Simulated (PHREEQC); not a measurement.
Consider water at 72 °C with 0.059 mol HF, 0.022 mol NH4HF2 and 0.16 mol H2SO4 per kg of water. Closed to the air; pH follows from the charge balance.

All values are PHREEQC results (ion-association model, phreeqc.dat), not measurements.

Each row changes one thing in this solution. Precipitation was switched off in this run.

| case | pH | ionic strength (mol/kgw) | HSO4- (mol/kgw) | SO4-2 (mol/kgw) | F- (mol/kgw) | HF2- (mol/kgw) |
|---|---|---|---|---|---|---|
| as made | 0.93 | 0.182 | 0.149 | 0.0106 | 0.000348 | 0.000154 |
| 0.046 mol/kgw NaOH added | 1.07 | 0.189 | 0.144 | 0.0143 | 0.000481 | 0.000212 |
| NH4HF2 left out | 0.87 | 0.179 | 0.151 | 0.00944 | 0.000176 | 4.47e-5 |
| HF from 0.059 to 0.295 mol/kgw | 0.92 | 0.184 | 0.149 | 0.0105 | 0.00112 | … |
| HF left out | 0.93 | 0.181 | 0.149 | 0.0106 | 0.000149 | 2.82e-5 |
| diluted 100-fold with water | 2.63 | 0.00371 | … | 0.000999 | 0.000113 | 4.51e-7 |

Question: Complete the blanks.

Answer: 
- HF from 0.059 to 0.295 mol/kgw, HF2- (mol/kgw): 0.00163
- diluted 100-fold with water, HSO4- (mol/kgw): 0.000599

Constants without temperature data keep their 25 °C values here.
